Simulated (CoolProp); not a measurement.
Benzene along the isotherm 576.8 K: Z from the reference equation and from simpler models built on Tc = 562.0 K, pc = 4.906 MPa, ω = 0.211; each cubic takes its own stable root.

Computed with CoolProp (reference Helmholtz-energy equation of state, Thol 2012).

| p (MPa) | phase | reference |
|---|---|---|
| 0.818 | gas | 0.9460 |
| 1.64 | gas | 0.8872 |
| 2.45 | gas | 0.8232 |
| 3.27 | gas | 0.7492 |
| 4.09 | gas | 0.6605 |
| 4.91 | supercritical | 0.5433 |
| 5.72 | supercritical | 0.3456 |
| 6.54 | supercritical | 0.2573 |
| 7.36 | supercritical | 0.2639 |
| 8.18 | supercritical | 0.2788 |
| 8.99 | supercritical | 0.2959 |
| 9.81 | supercritical | 0.3144 |
| 10.6 | supercritical | 0.3326 |
| 11.4 | supercritical | 0.3513 |
| 12.3 | supercritical | 0.3725 |

### Question
How far does each simpler model (van der Waals, Redlich-Kwong, Soave-Redlich-Kwong, Peng-Robinson) lie from the reference over these 15 states: mean and median of the absolute difference, and the worst?

### Answer
- van der Waals: mean 20.8 %, median 33.1 %, worst +38.0 % at 576.8 K and 9.81 MPa
- Redlich-Kwong: mean 8.7 %, median 13.2 %, worst +18.8 % at 576.8 K and 6.54 MPa
- Soave-Redlich-Kwong: mean 10.8 %, median 14.3 %, worst +23.3 % at 576.8 K and 6.54 MPa
- Peng-Robinson: mean 4.8 %, median 4.0 %, worst +13.2 % at 576.8 K and 6.54 MPa
